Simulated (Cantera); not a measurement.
## NO annealing gas

An isothermal, constant-pressure homogeneous reactor starts with NO : N₂ : H₂O = 1 : 12 : 0.5 (molar parts), at 2200 K and 101000 Pa.

Cantera simulation using GRI-Mech 3.0 (53 species, 325 reactions); the numbers are that mechanism's predictions, not measurements.

```json
[
 {"t (s)": "2.00e-5", "x NO": "0.0741", "x N₂O": "4.41e-7", "x N₂": "0.889", "x O": "1.23e-7", "x O₂": "8.00e-10"},
 {"t (s)": "7.96e-5", "x NO": "0.0741", "x N₂O": "1.35e-6", "x N₂": "0.889", "x O": "3.55e-7", "x O₂": "1.89e-8"},
 {"t (s)": "0.000317", "x NO": "0.0740", "x N₂O": "2.43e-6", "x N₂": "0.889", "x O": "3.80e-6", "x O₂": "2.46e-6"},
 {"t (s)": "0.00126", "x NO": "0.0739", "x N₂O": "2.49e-6", "x N₂": "0.888", "x O": "2.97e-5", "x O₂": "0.000285"},
 {"t (s)": "0.00502", "x NO": "0.0726", "x N₂O": "2.54e-6", "x N₂": "0.889", "x O": "9.39e-5", "x O₂": "0.00110"},
 {"t (s)": "0.0200", "x NO": "0.0676", "x N₂O": "2.03e-6", "x N₂": "0.891", "x O": "0.000157", "x O₂": "0.00327"},
 {"t (s)": "0.0796", "x NO": "0.0521", "x N₂O": "1.29e-6", "x N₂": "0.899", "x O": "0.000281", "x O₂": "0.0107"},
 {"t (s)": "0.317", "x NO": "0.0200", "x N₂O": "4.67e-7", "x N₂": "0.915", "x O": "0.000440", "x O₂": "0.0265"},
 {"t (s)": "1.26", "x NO": "0.00569", "x N₂O": "3.33e-7", "x N₂": "0.922", "x O": "0.000495", "x O₂": "0.0336"},
 {"t (s)": "5.02", "x NO": "0.00549", "x N₂O": "3.33e-7", "x N₂": "0.922", "x O": "0.000496", "x O₂": "0.0337"},
 {"t (s)": "20.0", "x NO": "0.00549", "x N₂O": "3.33e-7", "x N₂": "0.922", "x O": "0.000496", "x O₂": "0.0337"}
]
```
x: mole fraction; the columns are a selection and need not sum to one.

Equilibrium at this temperature and pressure: NO 0.00549, N₂O 3.33e-7, N₂ 0.922, O 0.000496, O₂ 0.0337 (gas phase only).
